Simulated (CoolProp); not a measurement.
The fluid at 298.15 K and 4.39 MPa flows at 0.62 m/s in a round tube of 25 mm bore and 45 µm roughness, fully developed (64/Re and Nu = 3.66 if laminar; Colebrook and Gnielinski if turbulent). The same conditions are run with several fluids, on thermodynamics alone (safety and materials aside).

Model: reference Helmholtz-energy equation of state of each fluid (CF4 (R14): Platzer 1990; C2F6 (R116): Lemmon 2006; normal hydrogen: Leachman 2009; dry air: Lemmon 2000; nitrogen: Span 2000), in CoolProp. The equations of Platzer and Polt are older, rougher fits. Blends and air are pseudo-pure fits.

```tsv
fluid	Reynolds number	Darcy friction factor	pressure drop (Pa/m)	heat-transfer coefficient (W/(m² K))	mass flow (kg/h)
CF4 (R14)	139000	___	34.4	299	203
C2F6 (R116)	___	___	171	1670	1030
normal hydrogen	6030	___	1.00	___	3.81
dry air	41800	0.0266	10.6	129	56.7
nitrogen	41700	0.0266	10.2	128	54.6
```

**Question.** What belongs in the gaps?

**Answer.** 
- CF4 (R14), Darcy friction factor: 0.0241
- C2F6 (R116), Reynolds number: 209000
- C2F6 (R116), Darcy friction factor: 0.0237
- normal hydrogen, Darcy friction factor: 0.0376
- normal hydrogen, heat-transfer coefficient (W/(m² K)): 152

Transport values come from each fluid's own correlations; those of CF4 (R14), C2F6 (R116) are estimates that may be off by 10 % or more.
